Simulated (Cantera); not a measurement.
What does this Cantera script print?

```python
import numpy as np
import cantera as ct

gas_names = """
    Fe FeO O O2 O3 S SO SO2 SO3 S2 S2O S8
""".split()
cond_names = """
    Fe(a) Fe(c) Fe(d) Fe(L) FeO(s) FeO(L) FeS(a) FeS(b) FeS(c) FeS(L) FeSO4(s) FeS2(s) Fe2O3(s)
    Fe2S3O12(s) Fe3O4(s) S(cr1) S(cr2) S(L)
""".split()


# ... load() reads the species with a 1 bar reference pressure and builds the phases ...
atoms = {
    'Fe2O3': {'Fe': 2, 'O': 3},
    'SO2': {'S': 1, 'O': 2},
    'O2': {'O': 2},
}
top_T = {'FeSO4(s)': 950, 'FeS2(s)': 1010, 'Fe2O3(s)': 1830, 'Fe2S3O12(s)': 1100, 'Fe3O4(s)': 1870}  # K; cautious upper limits of use, not melting points


# ... equilibrate(T, P, feed) seeds the gas with the atoms and calls Mixture.equilibrate('TP', solver="vcs", rtol=1e-11, max_steps=5000) ...
results = []
T = 925  # K
P = 5100  # Pa
for m in [0.069, 0.12, 0.2, 0.34, 0.57, 0.96, 1.6, 2.8, 4.7, 8]:
    feed = {'Fe2O3': 1, 'SO2': 0.21, 'O2': m}  # mol
    mix = equilibrate(T, P, feed)
    results.append((T, P, feed, dict(zip(mix.species_names, mix.species_moles))))

top = {s: max(r[3][s] / sum(r[3][g] for g in gas_names) for r in results) for s in gas_names}
cols = sorted((s for s in top if top[s] > 0.0001), key=lambda s: -top[s])[:9]
seen = [c for c in cond_names if any(r[3].get(c, 0) > 1e-12 for r in results)]
print("log10 of partial pressures in bar; condensed amounts in mol")
print(f"{'n(O2)':>10s}" + "".join(f"{s[:9]:>10s}" for s in cols + seen))
for T, P, feed, n in results:
    ng = sum(n[g] for g in gas_names)
    print(f"{feed['O2']:10.4g}" + "".join(f"{np.log10(max(n[s] / ng * P / 1e5, 1e-99)):10.3f}" for s in cols)
          + "".join(f"{n.get(c, 0):10.4g}" for c in seen))
```

It prints:

```
log10 of partial pressures in bar; condensed amounts in mol
     n(O2)        O2       SO2       SO3  Fe2O3(s)
     0.069    -2.105    -1.516    -1.898         1
      0.12    -1.843    -1.630    -1.880         1
       0.2    -1.661    -1.763    -1.923         1
      0.34    -1.527    -1.929    -2.022         1
      0.57    -1.440    -2.111    -2.160         1
      0.96    -1.383    -2.310    -2.330         1
       1.6    -1.348    -2.515    -2.518         1
       2.8    -1.324    -2.746    -2.738         1
       4.7    -1.312    -2.965    -2.950         1
         8    -1.304    -3.192    -3.173         1
```

These are equilibrium values from Cantera (NASA tables, ideal gas, pure condensed phases), not measurements of a reactor.
